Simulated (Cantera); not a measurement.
A freely propagating, adiabatic, planar premixed flame of CH4 : CO : O2 : N2 = 1 : 0.043 : 1.55 : 5.85 (molar parts), equivalence ratio 1.3, unburnt at 373 K and 100.0 Torr; mixture-averaged transport, grid criteria slope 0.08 and curve 0.16, no radiation.

Detailed kinetics in Cantera: GRI-Mech 3.0 (53 species, 325 reactions). Burning velocities carry a grid error of a few per cent, more on coarse grids.

x: mole fraction of selected species; z is measured from the peak of heat release.

| z (mm) | T (K) | u (m/s) | x CH4 | x CO | x O2 | x HCO | x NO2 | x HCN |
|---|---|---|---|---|---|---|---|---|
| -7.60 | 373 | 0.660 | 0.118 | 0.00509 | 0.183 | <1e-8 | <1e-8 | <1e-8 |
| -5.07 | 374 | 0.663 | 0.118 | 0.00508 | 0.183 | <1e-8 | <1e-8 | <1e-8 |
| -3.80 | 380 | 0.678 | 0.117 | 0.00517 | 0.182 | <1e-8 | <1e-8 | <1e-8 |
| -2.53 | 463 | 0.835 | 0.110 | 0.00709 | 0.175 | <1e-8 | 4.18e-8 | 1.64e-7 |
| -1.27 | 952 | 1.76 | 0.0754 | 0.0258 | 0.136 | ? | 1.14e-8 | 2.64e-6 |
| -0.634 | 1367 | 2.57 | 0.0408 | 0.0488 | 0.0920 | ? | <1e-8 | 6.61e-6 |
| 0 | 1723 | 3.27 | 0.0112 | 0.0718 | 0.0452 | ? | <1e-8 | 1.33e-5 |
| 0.634 | 1886 | 3.59 | 0.00136 | 0.0782 | 0.0176 | ? | <1e-8 | 1.66e-5 |
| 1.27 | 1928 | 3.66 | 0.000100 | 0.0738 | 0.00711 | ? | <1e-8 | 1.25e-5 |
| 2.53 | 1944 | 3.68 | 4.83e-7 | 0.0661 | 0.00265 | ? | <1e-8 | 4.93e-6 |
| 5.07 | 1954 | 3.69 | <1e-8 | 0.0624 | 0.00196 | ? | <1e-8 | 8.76e-7 |
| 10.1 | 1966 | 3.71 | <1e-8 | 0.0619 | 0.00172 | 2.86e-8 | <1e-8 | 4.68e-8 |
| 20.3 | 1985 | 3.74 | <1e-8 | 0.0620 | 0.00141 | ? | <1e-8 | <1e-8 |

**Question.** Some entries are withheld; supply them.

**Answer.** 
- -1.27, x HCO: 9.80e-7
- -0.634, x HCO: 2.08e-5
- 0, x HCO: 6.39e-5
- 0.634, x HCO: 3.13e-5
- 1.27, x HCO: 4.42e-6
- 2.53, x HCO: 6.71e-8
- 5.07, x HCO: 3.09e-8
- 20.3, x HCO: 2.53e-8
